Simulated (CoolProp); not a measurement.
Aqueous potassium carbonate as a coolant, at 10 °C, 1 atm.

The numbers come from the Melinder's fits for secondary coolants in CoolProp.

```
mass %  freezing point (°C)  viscosity (mPa s)  density (kg/m³)  conductivity (W/(m K))  Prandtl number
------  -------------------  -----------------  ---------------  ----------------------  --------------
3.5                       ?               1.40             1033                   0.578            9.59
8.2                    -2.9               1.55             1077                       ?            10.1
12.9                   -4.9               1.74             1122                   0.569            10.9
17.5                   -7.2               1.98             1169                   0.564            11.9
22.2                  -10.4               2.32             1218                   0.560            13.3
26.8                  -14.7                  ?             1268                       ?            15.2
31.5                  -20.8               3.48                ?                       ?            18.3
36.2                  -29.0               4.51             1375                   0.545            23.0
```

**Question.** What belongs in the gaps?

**Answer.** 
- 3.5, freezing point (°C): -1.1
- 8.2, conductivity (W/(m K)): 0.574
- 26.8, viscosity (mPa s): 2.78
- 26.8, conductivity (W/(m K)): 0.556
- 31.5, density (kg/m³): 1320
- 31.5, conductivity (W/(m K)): 0.551
